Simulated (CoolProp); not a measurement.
R134a along the isotherm 455 K: density (kg/m³) from the reference equation and from simpler models built on Tc = 374.2 K, pc = 4059 kPa, ω = 0.327; each cubic takes its own stable root.

The numbers come from the reference Helmholtz-energy equation of state, Tillner-Roth 1994 in CoolProp.

| p (kPa) | phase | reference | Redlich-Kwong | Soave-Redlich-Kwong | Peng-Robinson |
|---|---|---|---|---|---|
| 2030 | gas | 60.05 | [?] | 59.67 | 60.61 |
| 4060 | supercritical | 133.7 | 137.6 | [?] | 135.3 |
| 6090 | supercritical | [?] | 238.2 | 216.7 | 226.5 |
| 8120 | supercritical | 339.7 | 360.7 | 313.0 | 330.4 |
| 10100 | supercritical | 457.9 | 470.8 | [?] | 430.7 |
| 12200 | supercritical | 565.8 | [?] | 488.5 | 522.9 |
| 14200 | supercritical | 643.9 | [?] | 552.9 | 594.9 |
| 16200 | supercritical | [?] | 668.0 | [?] | 654.3 |
| 18300 | supercritical | 752.3 | 709.6 | 651.4 | 706.4 |
| 20300 | supercritical | 790.2 | 743.0 | 688.5 | 748.6 |

**Question.** Complete the blanks.

**Answer.** 
- 2030, Redlich-Kwong: 60.75
- 4060, Soave-Redlich-Kwong: 131.2
- 6090, reference: 226.3
- 10100, Soave-Redlich-Kwong: 405.0
- 12200, Redlich-Kwong: 557.9
- 14200, Redlich-Kwong: 619.5
- 16200, reference: 703.4
- 16200, Soave-Redlich-Kwong: 605.5
